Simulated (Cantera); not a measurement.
A perfectly stirred reactor is fed with N2O : N2 = 1 : 0.24 (molar parts), at 20.0 Torr; it is held at 1073 K, and followed from long to short residence time.

Detailed kinetics in Cantera: GRI-Mech 3.0 (53 species, 325 reactions). GRI-Mech 3.0 was tuned for natural gas; its chemistry of N2O as a main component is partial and can be far from experiment. Radical loss at walls, strong at low pressure, is not modelled. The mechanism lacks the step 2 NO + O2 → 2 NO2, which can matter for NO2 below about 1400 K. The temperature is held fixed by assumption; the heat of reaction is taken as removed at once.

```tsv
quantity	before	after
x(N2O) at τ = 29.0 s	0.772	0.737
x(O) at τ = 29.0 s	1.98e-7	1.97e-7
x(NO) at τ = 29.0 s	0.00148	0.00295
x(N2) at τ = 29.0 s	0.215	0.237
x(O2) at τ = 29.0 s	0.0116	0.0233
x(N2O) at τ = 0.100 s	0.806	0.806
x(O) at τ = 0.100 s	1.97e-7	1.97e-7
x(NO) at τ = 0.100 s	5.30e-6	1.11e-5
x(N2) at τ = 0.100 s	0.194	0.194
x(O2) at τ = 0.100 s	4.17e-5	8.77e-5
```

Problem. Name the change that produced these shifts.
A) temperature 1073 to 1250 K
B) pressure from 20.0 Torr to 42.0 Torr
C) pressure from 20.0 Torr to 158 Torr
D) temperature 1073 to 1575 K

Solution. B, pressure from 20.0 Torr to 42.0 Torr
